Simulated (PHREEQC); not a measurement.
Solution (25 °C): 0.36 mol CdSO4, 0.0035 mol KCl and 0.00066 mol H2SO4 per kg of water. Closed to the air; pH follows from the charge balance.

Equilibrium calculation in PHREEQC: ion-association model, phreeqc.dat.

Each row changes one thing in this solution. This is a speciation only: nothing precipitates in the calculation.

```
case                            pH  ionic strength (mol/kgw)  Cd+2 (mol/kgw)  CdSO4 (mol/kgw)  Cd(SO4)2-2 (mol/kgw)  SO4-2 (mol/kgw)  SI of Sylvite (KCl)
----------------------------  ----  ------------------------  --------------  ---------------  --------------------  ---------------  -------------------
as made                       3.36                     0.576           0.142            0.139                0.0767           0.0674                -6.89
temperature from 25 to 85 °C  3.85                     0.571           0.141            0.149                0.0671           0.0754                -7.22
0.19 mol/kgw ZnBr2 added      3.43                     0.772          0.0413           0.0570                0.0392            0.101                -6.60
diluted 10-fold with water    4.18                    0.0761          0.0189           0.0143               0.00265           0.0164                -8.28
temperature from 25 to 60 °C  3.61                     0.567             ___            0.147                0.0706              ___                  ___
```

What belongs in the gaps?


- temperature from 25 to 60 °C, Cd+2 (mol/kgw): 0.140
- temperature from 25 to 60 °C, SO4-2 (mol/kgw): 0.0712
- temperature from 25 to 60 °C, SI of Sylvite (KCl): -7.09

The ionic strength passes 0.7 mol/kgw, the rough limit of the ion-association models, in 0.19 mol/kgw ZnBr2 added. Away from 25 °C the constants follow the database's enthalpies or fits; those with neither stay at their 25 °C values.
